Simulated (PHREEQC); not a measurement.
Acid rinse or clean: an equilibrium model

Make-up at 25 °C: 0.0058 mol HBr and 0.059 mol AlCl3 per kg of water. Closed to the air; pH follows from the charge balance.

All values are PHREEQC results (ion-association model, phreeqc.dat), not measurements.

No solid was allowed to form.

Q: What pH does the model give?

A: pH 2.34.

Species that the database lacks are ignored.
